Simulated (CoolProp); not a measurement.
The numbers come from the reference Helmholtz-energy equation of state, Akasaka 2020 in CoolProp.

Problem. Give the vapour pressure (MPa), liquid density (kg/m³), vapour density (kg/m³), enthalpy of vaporisation (kJ/kg) of saturated R1123 at -33.35, -21.35 °C.

Solution. 
```
T (°C)  p (MPa)  liquid density (kg/m³)  vapour density (kg/m³)  enthalpy of vaporisation (kJ/kg)
------  -------  ----------------------  ----------------------  --------------------------------
-33.35    0.353                    1250                    15.9                               204
-21.35    0.549                    1210                    24.4                               193
```
